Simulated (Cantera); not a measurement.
Input (Python, Cantera) and output of one run.

```python
import numpy as np
import cantera as ct

gas_names = """
    H HO2 H2 H2O H2O2 Mg MgH MgO MgOH MgO2H2 Mg2 O OH O2 O3 Si SiH SiH2 SiH3 SiH4 SiO SiO2 Si2 Si3
""".split()
cond_names = """
    H2O(s) H2O(L) Mg(cr) Mg(L) MgO(s) MgO(L) MgO2H2(s) MgSiO3(I) MgSiO3(II) MgSiO3(III) MgSiO3(L)
    Mg2SiO4(s) Mg2SiO4(L) Si(cr) Si(L) SiO2(Lqz) SiO2(hqz) SiO2(L)
""".split()


# ... load() reads the species with a 1 bar reference pressure and builds the phases ...
atoms = {
    'SiO2': {'Si': 1, 'O': 2},
    'MgO': {'Mg': 1, 'O': 1},
    'H2O': {'H': 2, 'O': 1},
}
top_T = {}  # K; cautious upper limits of use, not melting points


# ... equilibrate(T, P, feed) seeds the gas with the atoms and calls Mixture.equilibrate('TP', solver="vcs", rtol=1e-11, max_steps=5000) ...
results = []
feed = {'SiO2': 1, 'MgO': 1.2, 'H2O': 0.75}  # mol
T = 1173.15  # K
P = 600  # Pa
mix = equilibrate(T, P, feed)
results.append((T, P, feed, dict(zip(mix.species_names, mix.species_moles))))
print(gas.report(threshold=1e-06))
for i in range(1, mix.n_phases):
    print(f"{mix.phase(i).name:16s} {mix.phase_moles(i):12.5e} mol")
```

Result:

```
       temperature   1173.2 K
          pressure   600 Pa
           density   0.0011081 kg/m^3
  mean mol. weight   18.015 kg/kmol
   phase of matter   gas

                          1 kg             1 kmol
                     ---------------   ---------------
          enthalpy       -1.1572e+07       -2.0846e+08  J
   internal energy       -1.2113e+07       -2.1821e+08  J
           entropy             15657        2.8205e+05  J/K
    Gibbs function       -2.9939e+07       -5.3935e+08  J
 heat capacity c_p            2420.5             43605  J/K
 heat capacity c_v              1959             35290  J/K

                      mass frac. Y      mole frac. X     chem. pot. / RT
                     ---------------   ---------------   ---------------
                H2        2.9263e-06        2.6149e-05           -33.585
               H2O           0.99997           0.99996           -55.295
                OH        1.9439e-06        2.0591e-06           -38.503
                O2        2.2311e-05        1.2561e-05           -43.421
     [  +20 minor]        1.1083e-09        8.4839e-09

Mg(L)             0.00000e+00 mol
MgO(s)            0.00000e+00 mol
MgSiO3(II)        8.00000e-01 mol
Mg2SiO4(s)        2.00000e-01 mol
Si(cr)            0.00000e+00 mol
SiO2(hqz)         0.00000e+00 mol
```

Equilibrium computed with Cantera from the NASA thermochemical tables; the gas is ideal and each condensed phase is pure. Mutual solubility and eutectic melting of coexisting phases are not modelled. Condensed phases not in the tables: alloys, solid solutions and most ternary compounds.
